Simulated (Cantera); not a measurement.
## Moist CO burnout

An isothermal, constant-pressure homogeneous reactor starts with CO : O2 : H2O : N2 = 0.002 : 0.0029 : 0.02 : 1 (molar parts), at 1475 K and 91000 Pa.

Computed with Cantera and GRI-Mech 3.0 (53 species, 325 reactions).

| t (s) | x CO | x O2 | x H2O | x H | x HO2 | x N2O | x H2 |
|---|---|---|---|---|---|---|---|
| 5.00e-5 | 0.00195 | 0.00283 | 0.0195 | 5.14e-11 | 2.82e-10 | <1e-12 | 1.40e-11 |
| 0.000187 | 0.00195 | 0.00283 | 0.0195 | 5.11e-10 | 8.75e-10 | <1e-12 | 5.45e-10 |
| 0.000696 | 0.00195 | 0.00283 | 0.0195 | 6.09e-9 | 2.21e-9 | 2.16e-12 | 2.13e-8 |
| 0.00260 | 0.00193 | 0.00282 | 0.0195 | 1.74e-6 | 1.19e-7 | 5.74e-10 | 8.87e-6 |
| 0.00969 | 0.000131 | 0.00202 | 0.0191 | 0.000109 | 3.68e-7 | 1.19e-7 | 0.000296 |
| 0.0361 | 1.18e-5 | 0.00186 | 0.0195 | 4.23e-6 | 9.01e-8 | 1.78e-7 | 3.51e-5 |
| 0.135 | 1.38e-6 | 0.00185 | 0.0195 | 2.09e-7 | 1.23e-8 | 8.59e-8 | 4.67e-6 |
| 0.503 | 2.80e-7 | 0.00185 | 0.0195 | 2.34e-8 | 2.89e-9 | 1.36e-8 | 1.07e-6 |
| 1.88 | 1.62e-7 | 0.00185 | 0.0195 | 1.11e-8 | 2.02e-9 | 7.53e-9 | 6.50e-7 |
| 7.00 | 1.60e-7 | 0.00185 | 0.0195 | 1.10e-8 | 2.01e-9 | 7.45e-9 | 6.44e-7 |
x: mole fraction; the columns are a selection and need not sum to one.

Equilibrium at this temperature and pressure: CO 1.62e-7, O2 0.00180, H2O 0.0195, H 1.11e-8, HO2 1.97e-9, N2O 7.34e-9, H2 6.54e-7 (gas phase only).
